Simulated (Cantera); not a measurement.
What does this Cantera script print?

```python
import numpy as np
import cantera as ct

gas_names = """
    Ca CaCL CaCL2 Ca2 CL CL2 H HCL H2 N NH NH2 NH3 N2 N2H2 N2H4
""".split()
cond_names = """
    Ca(a) Ca(b) Ca(L) CaCL2(s) CaCL2(L) NH4CL(a) NH4CL(b)
""".split()


# ... load() reads the species with a 1 bar reference pressure and builds the phases ...
atoms = {
    'CaCl2': {'Ca': 1, 'CL': 2},
    'HCl': {'H': 1, 'CL': 1},
    'N2': {'N': 2},
}
top_T = {}  # K; cautious upper limits of use, not melting points


# ... equilibrate(T, P, feed) seeds the gas with the atoms and calls Mixture.equilibrate('TP', solver="vcs", rtol=1e-11, max_steps=5000) ...
results = []
feed = {'CaCl2': 1, 'HCl': 3.9, 'N2': 2.5}  # mol
P = 10000  # Pa
for T in [1173, 1323, 1473, 1623, 1773, 1923, 2073, 2223]:
    mix = equilibrate(T, P, feed)
    results.append((T, P, feed, dict(zip(mix.species_names, mix.species_moles))))

top = {s: max(r[3][s] / sum(r[3][g] for g in gas_names) for r in results) for s in gas_names}
cols = sorted((s for s in top if top[s] > 0.0001), key=lambda s: -top[s])[:8]
seen = [c for c in cond_names if any(r[3].get(c, 0) > 1e-12 for r in results)]
print("log10 of partial pressures in bar; condensed amounts in mol")
print(f"{'T/K':>10s}" + "".join(f"{s[:9]:>10s}" for s in cols + seen))
for T, P, feed, n in results:
    ng = sum(n[g] for g in gas_names)
    print(f"{T:10.4g}" + "".join(f"{np.log10(max(n[s] / ng * P / 1e5, 1e-99)):10.3f}" for s in cols)
          + "".join(f"{n.get(c, 0):10.4g}" for c in seen))
```

Result:

```
log10 of partial pressures in bar; condensed amounts in mol
       T/K       HCL        N2     CaCL2        CL        H2         H  CaCL2(L)
      1173    -1.215    -1.408    -5.433    -5.434    -5.535    -9.696    0.9998
      1323    -1.216    -1.409    -4.049    -4.653    -4.878    -8.239    0.9943
      1473    -1.221    -1.413    -2.971    -4.050    -4.320    -7.058    0.9308
      1623    -1.253    -1.444    -2.113    -3.582    -3.870    -6.095     0.464
      1773    -1.285    -1.473    -1.871    -3.198    -3.495    -5.293         0
      1923    -1.293    -1.474    -1.872    -2.860    -3.165    -4.608         0
      2073    -1.307    -1.477    -1.875    -2.575    -2.889    -4.025         0
      2223    -1.330    -1.482    -1.880    -2.332    -2.661    -3.524         0
```

These are equilibrium values from Cantera (NASA tables, ideal gas, pure condensed phases), not measurements of a reactor.
